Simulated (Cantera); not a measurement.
An isothermal, constant-pressure homogeneous reactor starts with H2 : O2 = 0.046 : 1 (molar parts), equivalence ratio 0.023, at 1273 K and 430 Pa. Integrator tolerance rtol = 1e-08.

Computed with Cantera and GRI-Mech 3.0 (53 species, 325 reactions). Radical loss at walls, strong at low pressure, is not modelled. The temperature is held fixed by assumption; the heat of reaction is taken as removed at once.

Q: What does this change do: temperature 1273 to 1075 K?

A: 
```tsv
quantity	before	after
x(H2) at 1.00 s	0.000177 (gas-phase equilibrium 3.76e-8)	5.24e-5 (gas-phase equilibrium 4.95e-10)
x(O2) at 1.00 s	0.946 (gas-phase equilibrium 0.955)	0.953 (gas-phase equilibrium 0.955)
x(H2O2) at 1.00 s	1.89e-8 (gas-phase equilibrium 1.28e-10)	2.49e-8 (gas-phase equilibrium 1.98e-11)
x(H) at 1.00 s	0.000703 (gas-phase equilibrium 2.12e-9)	0.000159 (gas-phase equilibrium 5.01e-12)
x(H2O) at 1.00 s	0.0432 (gas-phase equilibrium 0.0450)	0.0445 (gas-phase equilibrium 0.0450)
x(OH) at 1.00 s	0.00199 (gas-phase equilibrium 2.93e-5)	0.000545 (gas-phase equilibrium 1.73e-6)
```
